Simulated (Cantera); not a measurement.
Input: 1 mol trisilylamine, 0.72 mol NH₃, 0.47 mol H₂, equilibrated at 1700 °C and 53.0 mbar.

Equilibrium computed with Cantera from the NASA thermochemical tables; the gas is ideal and each condensed phase is pure. Candidate condensed phases: Si, Si₃N₄; 18 gas species. The feed counts by its element totals alone. The tables' values for SiN are old estimates; treat these amounts as uncertain. Gases not in the tables: Si₂H₆ and higher silanes. Rates play no part.

Base state: H₂ 0.870, N₂ 0.124, H 0.00547, Si 0.000595, SiH 9.25e-5, SiH₂ 7.90e-5, Si₂N 1.81e-5, SiN 1.34e-5 (mole fractions); condensed: Si(l).

Q: What changes in the equilibrium state with this change: trisilylamine replaced by SiHCl₃?

A: 
| species | before | after |
|---|---|---|
| H₂ | 0.870 | 0.397 |
| HCl | 0 | 0.250 |
| SiCl₂ | 0 | 0.248 |
| N₂ | 0.124 | 0.0920 |
| SiCl₃ | 0 | 0.00573 |
| Cl | 0 | 0.00174 |
| Si(l), mol | 2.99 | 0 |
The tables' values for SiCl₃, SiCl are old estimates; treat these amounts as uncertain. Further candidate phases: NH₄Cl.
